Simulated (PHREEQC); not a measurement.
A made-up water analysis in mg/L, 20 °C, pH 6.19, pe 12.6: Na 46.2; K 0.264; Ca 3.33; Mg 6.69; Cl 16.6; S(6) as SO4 43.5; Alkalinity as HCO3 84.9; Sr 0.0429.

Valence states are taken as typed.

Equilibrium calculation in PHREEQC: ion-association model, phreeqc.dat.

* **ionic strength**: 0.00348 mol/kgw
* **specific conductance**: 255 µS/cm
* **charge-balance error**: -0.6 %

```json
[
 {"species": "CO2", "molality": "0.00202", "activity": "0.00203", "log γ": "0.000"},
 {"species": "Na+", "molality": "0.00200", "activity": "0.00188", "log γ": "-0.027"},
 {"species": "HCO3-", "molality": "0.00139", "activity": "0.00130", "log γ": "-0.027"},
 {"species": "Cl-", "molality": "0.000468", "activity": "0.000439", "log γ": "-0.028"},
 {"species": "SO4-2", "molality": "0.000432", "activity": "0.000336", "log γ": "-0.109"},
 {"species": "Mg+2", "molality": "0.000258", "activity": "0.000202", "log γ": "-0.107"}
]
```

This is a speciation only: nothing precipitates in the calculation.
